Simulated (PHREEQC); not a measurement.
Consider water at 25 °C with 0.27 mol/kgw HF, 0.048 mol/kgw H2SiF6 and 0.0001 mol/kgw H3AsO4. Closed to the air; pH follows from the charge balance.

The numbers come from PHREEQC with the ion-association model, wateq4f.dat.

This is a speciation only: nothing precipitates in the calculation.

Problem. What pH, ionic strength, activity of water does the model give?

Solution. pH 1.10; ionic strength 0.147 mol/kgw; activity of water 0.994.

Problem. In which forms is As present?

Solution. H3AsO4 92 %, H2AsO4- 7.9 % of the As.

wateq4f.dat counts part of the HF as a dimer, H2F2, which phreeqc.dat doesn't know; its constant is uncertain. SiF6-2 is the database's only silicon fluoride.
